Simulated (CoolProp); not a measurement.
A simple Rankine cycle with R1224YDZ: condensing at 293.15 K, boiler at 2.8 MPa, turbine inlet 433.8 K, turbine efficiency 0.9, pump efficiency 0.8, no recuperator. Each further row changes one setting.

The numbers come from the reference Helmholtz-energy equation of state, Akasaka 2023 in CoolProp.

| case | thermal efficiency (%) | net work (kJ/kg) | heat in (kJ/kg) | turbine exit temperature (K) | volume ratio over the turbine |
|---|---|---|---|---|---|
| as stated | 19.0 | 48.5 | 255 | … | 27.6 |
| turbine inlet 453.8 K | 19.1 | 53.8 | 282 | 365.7 | 25.0 |
| condensing temperature 285.15 K | 20.2 | 53.4 | 264 | 334.3 | … |
| boiler pressure 1.96 MPa | … | 47.6 | 270 | 359.5 | 16.7 |
| turbine efficiency 0.8 | 16.8 | 42.8 | 255 | 347.4 | 28.2 |

Some entries are withheld; supply them.


- as stated, turbine exit temperature (K): 340.8
- condensing temperature 285.15 K, volume ratio over the turbine: 37.0
- boiler pressure 1.96 MPa, thermal efficiency (%): 17.6
